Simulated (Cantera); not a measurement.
What does this Cantera script print?

```python
import numpy as np
import cantera as ct

gas_names = """
    CL CL2 H HCL H2 Na NaCL NaH Na2 Na2CL2
""".split()
cond_names = """
    Na(cr) Na(L) NaCL(s) NaCL(L)
""".split()


# ... load() reads the species with a 1 bar reference pressure and builds the phases ...
atoms = {
    'NaCl': {'Na': 1, 'CL': 1},
    'H2': {'H': 2},
}
top_T = {}  # K; cautious upper limits of use, not melting points


# ... equilibrate(T, P, feed) seeds the gas with the atoms and calls Mixture.equilibrate('TP', solver="vcs", rtol=1e-11, max_steps=5000) ...
results = []
feed = {'NaCl': 1, 'H2': 0.4}  # mol
P = 6900  # Pa
for T in [675, 775, 875, 975, 1075, 1175, 1275, 1375, 1475, 1575, 1675, 1775]:
    mix = equilibrate(T, P, feed)
    results.append((T, P, feed, dict(zip(mix.species_names, mix.species_moles))))

top = {s: max(r[3][s] / sum(r[3][g] for g in gas_names) for r in results) for s in gas_names}
cols = sorted((s for s in top if top[s] > 0.001), key=lambda s: -top[s])[:7]
seen = [c for c in cond_names if any(r[3].get(c, 0) > 1e-12 for r in results)]
print("log10 of partial pressures in bar; condensed amounts in mol")
print(f"{'T/K':>10s}" + "".join(f"{s[:9]:>10s}" for s in cols + seen))
for T, P, feed, n in results:
    ng = sum(n[g] for g in gas_names)
    print(f"{T:10.4g}" + "".join(f"{np.log10(max(n[s] / ng * P / 1e5, 1e-99)):10.3f}" for s in cols)
          + "".join(f"{n.get(c, 0):10.4g}" for c in seen))
```

Output:

```
log10 of partial pressures in bar; condensed amounts in mol
       T/K        H2      NaCL    Na2CL2        Na       HCL   NaCL(s)   NaCL(L)
       675    -1.161    -9.755   -10.688   -10.820   -12.353         1         0
       775    -1.161    -7.534    -8.245    -9.491    -9.505         1         0
       875    -1.161    -5.837    -6.386    -7.896    -7.896         1         0
       975    -1.161    -4.502    -4.934    -6.630    -6.630    0.9997         0
      1075    -1.165    -3.430    -3.777    -5.608    -5.608         0    0.9959
      1175    -1.181    -2.669    -3.070    -4.827    -4.827         0    0.9766
      1275    -1.248    -2.038    -2.493    -4.188    -4.187         0    0.8892
      1375    -1.554    -1.507    -2.017    -3.708    -3.708         0    0.2779
      1475    -1.677    -1.379    -2.263    -3.423    -3.422         0         0
      1575    -1.700    -1.343    -2.629    -3.190    -3.190         0         0
      1675    -1.713    -1.332    -2.990    -2.995    -2.994         0         0
      1775    -1.724    -1.331    -3.330    -2.825    -2.825         0         0
```

Method: chemical equilibrium by Gibbs-energy minimisation in Cantera with the NASA 1993 tables (ideal gas, pure condensed phases).
